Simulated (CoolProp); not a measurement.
Oxygen at several states: Z from the reference equation and from simpler models built on Tc = -118.6 °C, pc = 5.046 MPa, ω = 0.022; each cubic takes its own stable root.

Model: reference Helmholtz-energy equation of state, Schmidt 1985, in CoolProp. Above 300 K oxygen's equation is extrapolated.

```tsv
T (°C)	p (MPa)	phase	reference
395.15	0.506	gas	1.001
177.65	18.9	supercritical	1.040
-132.45	0.757	gas	0.9304
718.75	0.18	gas	1.000
185.05	23	supercritical	1.055
```

Question: How far does each simpler model (Pitzer virial, van der Waals, Redlich-Kwong, Soave-Redlich-Kwong, Peng-Robinson) lie from the reference over these 5 states: mean and median of the absolute difference, and the worst?

Answer: 
- Pitzer virial: mean 1.3 %, median 0.2 %, worst -3.5 % at 185.05 °C and 23 MPa
- van der Waals: mean 1.6 %, median 1.2 %, worst -3.5 % at 185.05 °C and 23 MPa
- Redlich-Kwong: mean 0.6 %, median 0.1 %, worst -1.7 % at 185.05 °C and 23 MPa
- Soave-Redlich-Kwong: mean 0.6 %, median 0.1 %, worst +1.3 % at 185.05 °C and 23 MPa
- Peng-Robinson: mean 0.8 %, median 0.7 %, worst -1.7 % at 185.05 °C and 23 MPa
